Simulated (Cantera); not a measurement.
Standard-state values (1 bar) from the NASA 1993 polynomials, evaluated with Cantera. Values are per mole of reaction as written; species without (g) are pure solids or liquids, kept so even where they would boil at 1 bar.

Task: Between 850 and 2850 K, where is each reaction favourable under standard conditions?
- Si(g) + 3 H(g) ⇌ SiH3(g)
- 3 SiH2(g) ⇌ Si + 2 SiH3(g)

Result: 
- Si(g) + 3 H(g) ⇌ SiH3(g): ΔG° is -631 kJ at 850 K and 47 kJ at 2850 K; it changes sign between 2650 and 2850 K. ΔH° is -928 kJ and ΔS° -342 J/K at 2850 K.
- 3 SiH2(g) ⇌ Si + 2 SiH3(g): ΔG° is -169 kJ at 850 K and 158 kJ at 2850 K; it changes sign between 1650 and 1850 K. ΔH° is -260 kJ and ΔS° -147 J/K at 2850 K.
